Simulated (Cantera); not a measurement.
An isothermal, constant-pressure homogeneous reactor starts with 35.7 % C₂H₄, 64.3 % H₂, at 1775 K and 1.00 bar.

Computed with Cantera and GRI-Mech 3.0 (53 species, 325 reactions). GRI-Mech 3.0 was tuned for natural gas; its chemistry of ethylene as a main component is partial and can be far from experiment. GRI-Mech 3.0 stops at C3 and has no aromatics, soot or wall deposition, so with more carbon than oxygen in the feed, carbon stays in small species such as C2H2 where larger ones or solid carbon would form.

One state of this run: x C₂H₄ = 0.303; x H₂ = 0.657; x CH₄ = 0.000186; x CH₂ = 6.01e-8; x C₂H₆ = 5.06e-5. x: mole fraction; the columns are a selection and need not sum to one.

Task: Which value of t (s) does it belong to?
A) 1.35e-5
B) 9.81e-5
C) 3.64e-5
D) 5.00e-6

Result: B, 9.81e-5
